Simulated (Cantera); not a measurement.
What does this Cantera script print?

```python
import numpy as np
import cantera as ct

gas_names = """
    CL CL2 H HCL H2 N NH NH2 NH3 N2 N2H2 N2H4 Si SiCL SiCL2 SiCL3 SiCL4 SiH SiHCL3 SiH2 SiH2CL2 SiH3
    SiH3CL SiH4 SiN Si2 Si2N Si3
""".split()
cond_names = """
    NH4CL(a) NH4CL(b) Si(cr) Si(L) Si3N4(a)
""".split()


# ... load() reads the species with a 1 bar reference pressure and builds the phases ...
atoms = {
    'SiHCl3': {'Si': 1, 'H': 1, 'CL': 3},
    'N2': {'N': 2},
    'H2': {'H': 2},
}
top_T = {'Si3N4(a)': 2400}  # K; cautious upper limits of use, not melting points


# ... equilibrate(T, P, feed) seeds the gas with the atoms and calls Mixture.equilibrate('TP', solver="vcs", rtol=1e-11, max_steps=5000) ...
results = []
feed = {'SiHCl3': 1, 'N2': 0.44, 'H2': 60}  # mol
P = 26000  # Pa
for T in [823, 923, 1023, 1123, 1223, 1323, 1423, 1523, 1623, 1723, 1823, 1923, 2023]:
    mix = equilibrate(T, P, feed)
    results.append((T, P, feed, dict(zip(mix.species_names, mix.species_moles))))

top = {s: max(r[3][s] / sum(r[3][g] for g in gas_names) for r in results) for s in gas_names}
cols = sorted((s for s in top if top[s] > 1e-06), key=lambda s: -top[s])[:8]
seen = [c for c in cond_names if any(r[3].get(c, 0) > 1e-12 for r in results)]
print("log10 of partial pressures in bar; condensed amounts in mol")
print(f"{'T/K':>10s}" + "".join(f"{s[:9]:>10s}" for s in cols + seen))
for T, P, feed, n in results:
    ng = sum(n[g] for g in gas_names)
    print(f"{T:10.4g}" + "".join(f"{np.log10(max(n[s] / ng * P / 1e5, 1e-99)):10.3f}" for s in cols)
          + "".join(f"{n.get(c, 0):10.4g}" for c in seen))
```

Output:

```
log10 of partial pressures in bar; condensed amounts in mol
       T/K        H2       HCL        N2     SiCL4     SiCL2         H    SiHCL3     SiCL3    Si(cr)     Si(L)  Si3N4(a)
       823    -0.599    -2.156    -7.053    -2.862    -8.959   -11.434    -4.223    -6.887         0         0      0.22
       923    -0.599    -2.150    -7.319    -2.897    -6.939    -9.911    -3.794    -5.720         0         0      0.22
      1023    -0.600    -2.138    -7.425    -2.964    -5.376    -8.683    -3.498    -4.832         0         0      0.22
      1123    -0.600    -2.117    -7.333    -3.090    -4.191    -7.671    -3.339    -4.187         0         0      0.22
      1223    -0.602    -2.079    -6.880    -3.358    -3.411    -6.823    -3.391    -3.835         0         0      0.22
      1323    -0.603    -2.040    -6.041    -3.860    -3.042    -6.101    -3.718    -3.820         0         0    0.2199
      1423    -0.604    -2.013    -5.019    -4.522    -2.944    -5.480    -4.223    -4.032   0.02392         0    0.2189
      1523    -0.604    -2.009    -4.131    -5.172    -2.899    -4.938    -4.717    -4.273   0.04445         0    0.2112
      1623    -0.605    -2.011    -3.354    -5.763    -2.873    -4.463    -5.167    -4.502    0.1672         0    0.1672
      1723    -0.607    -2.011    -2.737    -6.303    -2.876    -4.043    -5.586    -4.726         0    0.6721         0
      1823    -0.608    -2.000    -2.737    -6.799    -2.915    -3.667    -5.983    -4.952         0    0.6993         0
      1923    -0.609    -1.991    -2.738    -7.247    -2.954    -3.330    -6.342    -5.157         0    0.7172         0
      2023    -0.610    -1.985    -2.738    -7.654    -2.993    -3.026    -6.668    -5.346         0    0.7201         0
```

These are equilibrium values from Cantera (NASA tables, ideal gas, pure condensed phases), not measurements of a reactor. N2 is the only nitrogen source here; it is nearly inert below about 1500 K, so the nitride shown seldom forms there in practice. Mutual solubility and eutectic melting of coexisting phases are not modelled. The tables' values for SiCl3, SiCl are old estimates; treat these amounts as uncertain. Gases not in the tables: Si2H6 and higher silanes.
